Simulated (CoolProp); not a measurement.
Vapour-liquid equilibrium of R134a (1) + R152A (2) at 0.0405 bar; x and y are mole fractions of (1).

Computed with CoolProp (multi-fluid Helmholtz-energy mixture model, Tillner-Roth 1994 and Outcalt 1996; pair parameters Lemmon 2004).

```json
[
 {"x": "0.05", "bubble temperature, mixture model (K)": "194.9", "bubble temperature, Raoult's law (K)": "194.6", "y, mixture model": "0.035", "y, Raoult's law": "0.051"},
 {"x": "0.15", "bubble temperature, mixture model (K)": "195.3", "bubble temperature, Raoult's law (K)": "194.6", "y, mixture model": "…", "y, Raoult's law": "0.153"},
 {"x": "0.25", "bubble temperature, mixture model (K)": "195.6", "bubble temperature, Raoult's law (K)": "194.6", "y, mixture model": "…", "y, Raoult's law": "0.255"},
 {"x": "0.35", "bubble temperature, mixture model (K)": "195.8", "bubble temperature, Raoult's law (K)": "194.5", "y, mixture model": "0.329", "y, Raoult's law": "0.356"},
 {"x": "0.45", "bubble temperature, mixture model (K)": "195.9", "bubble temperature, Raoult's law (K)": "194.5", "y, mixture model": "0.449", "y, Raoult's law": "0.456"},
 {"x": "0.55", "bubble temperature, mixture model (K)": "195.8", "bubble temperature, Raoult's law (K)": "194.5", "y, mixture model": "0.570", "y, Raoult's law": "0.556"},
 {"x": "0.65", "bubble temperature, mixture model (K)": "195.6", "bubble temperature, Raoult's law (K)": "194.5", "y, mixture model": "0.687", "y, Raoult's law": "0.656"},
 {"x": "0.75", "bubble temperature, mixture model (K)": "195.3", "bubble temperature, Raoult's law (K)": "194.4", "y, mixture model": "0.793", "y, Raoult's law": "0.755"},
 {"x": "0.85", "bubble temperature, mixture model (K)": "…", "bubble temperature, Raoult's law (K)": "194.4", "y, mixture model": "0.887", "y, Raoult's law": "0.853"},
 {"x": "0.95", "bubble temperature, mixture model (K)": "194.6", "bubble temperature, Raoult's law (K)": "194.4", "y, mixture model": "0.966", "y, Raoult's law": "0.951"}
]
```

Question: What belongs in the gaps?

Answer: 
- 0.15, y, mixture model: 0.118
- 0.25, y, mixture model: 0.217
- 0.85, bubble temperature, mixture model (K): 195.0

The largest gap from Raoult's law is +1.4 K in bubble temperature, at x = 0.45. y crosses x between x = 0.45 and 0.55: the model has an azeotrope there.

Pair parameters are fitted to limited data, so mixtures are less certain than the pure fluids.
